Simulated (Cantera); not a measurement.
An isothermal, constant-pressure homogeneous reactor starts with C₂H₆ : N₂ = 1 : 2.9 (molar parts), at 1198 K and 0.0158 atm. Integrator tolerance rtol = 1e-08.

Computed with Cantera and GRI-Mech 3.0 (53 species, 325 reactions). GRI-Mech 3.0 stops at C3 and has no aromatics, soot or wall deposition, so with more carbon than oxygen in the feed, carbon stays in small species such as C2H2 where larger ones or solid carbon would form. Radical loss at walls, strong at low pressure, is not modelled.

Question: What does this change do: C2H6 1 to 0.39 parts?

Answer: 
```
quantity                                            before                                    after
-----------------  ---------------------------------------  ---------------------------------------
x(C₂H₆) at 90.0 s  1.05e-5 (gas-phase equilibrium 4.48e-6)  3.31e-6 (gas-phase equilibrium 7.99e-7)
x(CH₄) at 90.0 s     0.0454 (gas-phase equilibrium 0.0411)    0.0234 (gas-phase equilibrium 0.0135)
x(C₂H₂) at 90.0 s      0.141 (gas-phase equilibrium 0.110)    0.0780 (gas-phase equilibrium 0.0544)
x(H) at 90.0 s     9.38e-7 (gas-phase equilibrium 8.11e-7)  5.77e-7 (gas-phase equilibrium 6.28e-7)
x(H₂) at 90.0 s        0.275 (gas-phase equilibrium 0.287)      0.154 (gas-phase equilibrium 0.173)
```

Question: What does this change do: temperature 1198 to 1448 K?

Answer: 
| quantity | before | after |
|---|---|---|
| x(C₂H₆) at 90.0 s | 1.05e-5 (gas-phase equilibrium 4.48e-6) | 1.31e-6 (gas-phase equilibrium 2.11e-8) |
| x(CH₄) at 90.0 s | 0.0454 (gas-phase equilibrium 0.0411) | 0.0218 (gas-phase equilibrium 0.00161) |
| x(C₂H₂) at 90.0 s | 0.141 (gas-phase equilibrium 0.110) | 0.162 (gas-phase equilibrium 0.116) |
| x(H) at 90.0 s | 9.38e-7 (gas-phase equilibrium 8.11e-7) | 3.14e-5 (gas-phase equilibrium 4.26e-5) |
| x(H₂) at 90.0 s | 0.275 (gas-phase equilibrium 0.287) | 0.313 (gas-phase equilibrium 0.337) |
